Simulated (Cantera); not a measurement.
An isothermal, constant-pressure homogeneous reactor starts with H₂ : O₂ : N₂ = 0.012 : 1 : 0.76 (molar parts), equivalence ratio 0.0060, at 1350 K and 3.60 Torr.

Cantera simulation using the H2/O2 subset of GRI-Mech 3.0, which has no nitrogen chemistry; the numbers are that mechanism's predictions, not measurements. Radical loss at walls, strong at low pressure, is not modelled.

Predict: x(H₂) at 2.00 s; x(O₂) at 2.00 s; x(OH) at 2.00 s; x(H₂O) at 2.00 s; x(HO₂) at 2.00 s; x(O) at 2.00 s; x(H) at 2.00 s.


| Property | Value |
|---|---|
| x(H₂) at 2.00 s | 2.07e-5 (gas-phase equilibrium 2.68e-8) |
| x(O₂) at 2.00 s | 0.560 (gas-phase equilibrium 0.563) |
| x(OH) at 2.00 s | 0.000643 (gas-phase equilibrium 2.33e-5) |
| x(H₂O) at 2.00 s | 0.00637 (gas-phase equilibrium 0.00678) |
| x(HO₂) at 2.00 s | 9.91e-8 (gas-phase equilibrium 8.49e-9) |
| x(O) at 2.00 s | 0.00374 (gas-phase equilibrium 4.60e-6) |
| x(H) at 2.00 s | 0.000128 (gas-phase equilibrium 5.67e-9) |
